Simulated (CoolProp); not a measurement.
Properties of R236FA along the isobar 4 MPa (Tc = 398.1 K, pc = 3.191 MPa, ω = 0.377).

Computed with CoolProp (reference Helmholtz-energy equation of state, Pan 2012).

```tsv
T (K)	phase	Z	Joule-Thomson coefficient (K/MPa)	viscosity (µPa s)	Prandtl number	fugacity coefficient
294	liquid	0.1789	-0.1968	323	5.12	0.06453
309.1	liquid	[?]	-0.1381	269	[?]	[?]
324.3	liquid	0.1749	[?]	225	4.20	0.1507
339.4	liquid	0.1749	0.05556	188	3.86	0.2122
354.6	liquid	0.1766	0.2301	[?]	3.56	0.2864
369.7	liquid	[?]	[?]	128	3.32	[?]
384.9	liquid	0.1904	1.153	100	3.14	0.4645
400	supercritical	0.2159	3.218	70.5	3.21	0.5603
```

Task: What belongs in the gaps?

Result: 
- 309.1, Z: 0.1763
- 309.1, Prandtl number: 4.62
- 309.1, fugacity coefficient: 0.1014
- 324.3, Joule-Thomson coefficient (K/MPa): -0.05783
- 354.6, viscosity (µPa s): 156
- 369.7, Z: 0.1809
- 369.7, Joule-Thomson coefficient (K/MPa): 0.5267
- 369.7, fugacity coefficient: 0.3711

Viscosity comes from a separate model (Huber 2003), an estimate that may be off by 10 % or more. Thermal conductivity comes from a separate model (Huber 2003), an estimate that may be off by 10 % or more.
